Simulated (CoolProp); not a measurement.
Vapour pressure (bar) of normal hydrogen: the reference equation beside estimates from Tc = -240.0 °C, pc = 12.96 bar, ω = -0.219.

Values from CoolProp's reference Helmholtz-energy equation of state, Leachman 2009.

```csv
T (°C),reference,Lee-Kesler,van der Waals,Redlich-Kwong,Peng-Robinson
-252.15,1.215,1.216,1.531,0.4600,1.238
-250.85,1.719,1.720,2.117,0.8040,1.766
-249.65,2.301,2.303,2.773,1.262,2.376
-248.35,3.076,3.077,3.620,1.942,3.184
-247.05,4.019,4.017,4.618,2.846,4.158
-245.85,5.053,5.050,5.679,3.909,5.219
-244.55,6.371,6.365,6.989,5.335,6.556
-243.35,7.787,7.783,8.352,6.930,7.976
-242.05,9.563,9.564,9.999,8.984,9.728
-240.75,11.62,11.63,11.83,11.40,11.72
```

Absolute difference from the reference over all 10 rows, mean and median: Lee-Kesler 0.1 and 0.1 %, van der Waals 13.8 and 13.6 %, Redlich-Kwong 28.4 and 25.9 %, Peng-Robinson 2.6 and 2.8 %.
